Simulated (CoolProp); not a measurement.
n-perfluoropentane at several states: Z from the reference equation and from simpler models built on Tc = 421.0 K, pc = 20.63 bar, ω = 0.436; each cubic takes its own stable root.

The numbers come from the reference Helmholtz-energy equation of state, Gao 2022 in CoolProp.

```csv
T (K),p (bar),phase,reference
185.3,52,liquid,0.4985
181.9,43.6,liquid,0.4241
419.9,1.35,gas,0.9772
169.2,12.7,liquid,0.1307
330.3,2.44,gas,0.8950
```

How far does each simpler model (van der Waals, Redlich-Kwong, Soave-Redlich-Kwong, Peng-Robinson) lie from the reference over these 5 states: mean and median of the absolute difference, and the worst?


- van der Waals: mean 41.2 %, median 65.8 %, worst +69.0 % at 169.2 K and 12.7 bar
- Redlich-Kwong: mean 8.4 %, median 12.8 %, worst +13.8 % at 169.2 K and 12.7 bar
- Soave-Redlich-Kwong: mean 6.2 %, median 9.8 %, worst +10.9 % at 169.2 K and 12.7 bar
- Peng-Robinson: mean 1.0 %, median 1.0 %, worst -2.0 % at 185.3 K and 52 bar
